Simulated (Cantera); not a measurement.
Charge: 1 mol TiO2, 6.4 mol CO, equilibrated at 2123 K and 0.0133 bar.

Equilibrium computed with Cantera from the NASA thermochemical tables; the gas is ideal and each condensed phase is pure. Candidate condensed phases: C, Ti, TiC, TiO, TiO2, Ti2O3, Ti3O5, Ti4O7; 15 gas species. Condensed phases not in the tables: Magnéli phases beyond Ti4O7. Kinetics and transport are ignored.

Base state: CO 0.961, CO2 0.0390, TiO2 8.21e-5, O 1.73e-5 (mole fractions); condensed: Ti4O7(l).

**Question.** What changes in the equilibrium state with this change: TiO2 replaced by PbO?

**Answer.** 
```tsv
species	before	after
CO	0.961	0.731
Pb	0	0.134
CO2	0.0390	0.134
TiO2	8.21e-5	0
PbO	0	0.000861
O2	1.50e-6	3.06e-5
Ti4O7(l), mol	0.250	0
```
Further candidate phases: Pb, PbO, PbO2, Pb3O4.
